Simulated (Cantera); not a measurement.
## Diamond growth

A diamond (100) surface in a fixed gas of H2 with x(CH4) = 0.01, x(H) = 0.01, x(CH3) = 0.0012, 210 Torr; coverages are run to steady state.

Model: the Harris–Goodwin 1993 mechanism for the reconstructed diamond (100) surface, integrated in Cantera.

```csv
T (K),growth (µm/h),θ c6HH,θ c6H*,θ c6*H,θ c6**,θ c6HM
925,109,0.600,0.0114,0.281,0.00481,0.0806
975,143,0.566,0.0152,0.323,0.00726,0.0658
1025,181,0.532,0.0195,0.362,0.0105,0.0539
1075,221,0.498,0.0242,0.398,0.0145,0.0441
1125,257,0.466,0.0293,0.429,0.0194,0.0357
1175,281,0.437,0.0346,0.457,0.0251,0.0277
1225,279,0.410,0.0402,0.483,0.0318,0.0198
1275,245,0.386,0.0459,0.505,0.0393,0.0125
1325,197,0.363,0.0516,0.523,0.0475,0.00684
1375,157,0.342,0.0571,0.536,0.0561,0.00337
```
θ: site fractions in the mechanism's names (c6HH fully hydrogenated, c6H* and c6*H radical sites, c6** diradical, c6HM methylated).
